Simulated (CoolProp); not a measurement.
The numbers come from the reference Helmholtz-energy equation of state, Lemmon 2009 in CoolProp.

**Question.** For propane, give the phase and the cp (kJ/(kg K)), speed of sound (m/s) at 104.35 °C and 142 kPa.

**Answer.** 
- 104.35 °C and 142 kPa: gas; cp 2.04, speed of sound 278
